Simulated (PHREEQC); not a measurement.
A solution holds 0.12 mol AgNO3 and 0.0013 mol KBr per kg of water, at 70 °C. Closed to the air; pH follows from the charge balance.

The numbers come from PHREEQC with the ion-association model, wateq4f.dat.

The pH comes out as 6.31. The ionic strength is 0.116 mol/kgw.

```tsv
species	molality	activity	log γ
NO3-	0.116	0.0840	-0.142
Ag+	0.115	0.0868	-0.122
AgNO3	0.00364	0.00374	0.012
K+	0.00130	0.000955	-0.134
AgBr	0.00129	0.00133	0.012
AgBr2-	1.71e-6	1.29e-6	-0.122
Br-	1.17e-6	8.82e-7	-0.122
H+	6.04e-7	4.87e-7	-0.094
```

This is a speciation only: nothing precipitates in the calculation. Saturation is exceeded, for instance for Bromyrite; the values hold only as long as no solid forms. At this temperature some constants are extrapolated from 25 °C, and those without enthalpy data are left unchanged.
